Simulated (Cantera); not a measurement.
## Stirred combustor or abatement burner

A perfectly stirred reactor is fed with 5.93 % CO, 7.11 % H₂, 2.85 % CH₄, 17.7 % O₂, 66.4 % N₂, equivalence ratio 0.69, at 0.651 atm; it is adiabatic with a 625 K inlet, and is followed from long to short residence time, starting on the burning branch (τ in s: 0.18, 0.084, 0.04, 0.019, 0.0092, 0.0044, 0.0021, 0.001, 0.00048, 0.00023, 0.00011, 5.2e-05).

Cantera simulation using GRI-Mech 3.0 (53 species, 325 reactions); the numbers are that mechanism's predictions, not measurements.

| τ (s) | T (K) | x CO | x H₂ | x CH₄ | x C₂H₄ | x C₂H | x NO |
|---|---|---|---|---|---|---|---|
| 0.18 | 2175 | 0.00294 | 0.000822 | 7.74e-7 | 4.28e-12 | <1e-12 | 0.00193 |
| 0.084 | 2169 | 0.00346 | 0.000965 | 1.49e-6 | 1.45e-11 | <1e-12 | 0.00117 |
| 0.040 | 2157 | 0.00441 | 0.00123 | 2.68e-6 | 3.95e-11 | <1e-12 | 0.000703 |
| 0.019 | 2134 | 0.00602 | 0.00171 | 4.58e-6 | 8.84e-11 | <1e-12 | 0.000422 |
| 0.0092 | 2100 | 0.00836 | 0.00243 | 7.50e-6 | 1.70e-10 | <1e-12 | 0.000248 |
| 0.0044 | 2051 | 0.0115 | 0.00348 | 1.24e-5 | 3.15e-10 | 1.46e-12 | 0.000138 |
| 0.0021 | 1987 | 0.0152 | 0.00481 | 2.12e-5 | 6.09e-10 | 2.32e-12 | 7.71e-5 |
| 0.0010 | 1909 | 0.0193 | 0.00638 | 3.79e-5 | 1.30e-9 | 3.81e-12 | 4.78e-5 |
| 0.00048 | 1817 | 0.0238 | 0.00804 | 7.21e-5 | 3.20e-9 | 6.67e-12 | 3.32e-5 |
| 0.00023 | 1712 | 0.0297 | 0.00971 | 0.000152 | 9.72e-9 | 1.29e-11 | 2.26e-5 |
| 0.00011 | 1590 | 0.0394 | 0.0117 | 0.000381 | 4.25e-8 | 2.81e-11 | 1.24e-5 |
| 5.2e-5 | 1433 | 0.0565 | 0.0176 | 0.00145 | 4.59e-7 | 8.39e-11 | 3.53e-6 |
x: mole fraction; the columns are a selection and need not sum to one.
